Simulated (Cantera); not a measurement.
A closed system holds: 1 mol B₂O₃, 4.6 mol BCl₃, 2.4 mol O₂, held at 1223.15 K and 578 Torr.

Equilibrium computed with Cantera from the NASA thermochemical tables; the gas is ideal and each condensed phase is pure. Candidate condensed phases: B, B₂O₃; 18 gas species. The tables' values for BOCl are old estimates; treat these amounts as uncertain. Rates play no part.

Base state: Cl₂ 0.769, BCl₃ 0.175, B₃O₃Cl₃ 0.0498, Cl 0.00599, BOCl 3.53e-5 (mole fractions); condensed: B₂O₃(l).

What changes in the equilibrium state with this change: pressure from 578 Torr to 7.50 Torr?


```
species        before     after
------------  -------  --------
Cl₂             0.769     0.729
BCl₃            0.175     0.171
Cl            0.00599    0.0511
B₃O₃Cl₃        0.0498    0.0487
BOCl          3.53e-5  0.000634
B₂O₃(l), mol     2.29      2.29
```
